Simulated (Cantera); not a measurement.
Mixture: 6.12 % CH4, 19.8 % O2, 74.1 % N2, equivalence ratio 0.62, at 5.00 bar, adiabatic and at constant pressure. Ignition delay is the time to a rise of 400 K.

Model: GRI-Mech 3.0 (53 species, 325 reactions), integrated in Cantera.

**Question.** Predict: delay at 1000 K; delay at 1200 K; delay at 1400 K; delay at 1600 K; delay at 1800 K; apparent activation energy between 1700 and 1900 K.

**Answer.** 
```
Item                                                     Value
--------------------------------------------------  ----------
delay at 1000 K                                        0.150 s
delay at 1200 K                                        7.87 ms
delay at 1400 K                                       0.757 ms
delay at 1600 K                                       0.114 ms
delay at 1800 K                                        26.6 µs
apparent activation energy between 1700 and 1900 K  170 kJ/mol
```
